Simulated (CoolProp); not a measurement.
Hydrogen chloride at 392.53 K and 19.2 MPa is throttled through a valve to 8.67 MPa with no heat exchange. Each further row changes one setting.

Computed with CoolProp (reference Helmholtz-energy equation of state, Thol 2018).

```
case                      temperature change (K)    final phase  final density (kg/m³)
------------------------  ----------------------  -------------  ---------------------
as stated                             (withheld)  supercritical             (withheld)
outlet pressure 2.6 MPa                   -119.2     (withheld)                   61.4
outlet pressure 11.3 MPa              (withheld)  supercritical             (withheld)
```

Task: Some entries are withheld; supply them.

Result: 
- as stated, temperature change (K): -56.1
- as stated, final density (kg/m³): 216
- outlet pressure 2.6 MPa, final phase: two-phase, vapour fraction 0.906
- outlet pressure 11.3 MPa, temperature change (K): -37.2
- outlet pressure 11.3 MPa, final density (kg/m³): 270
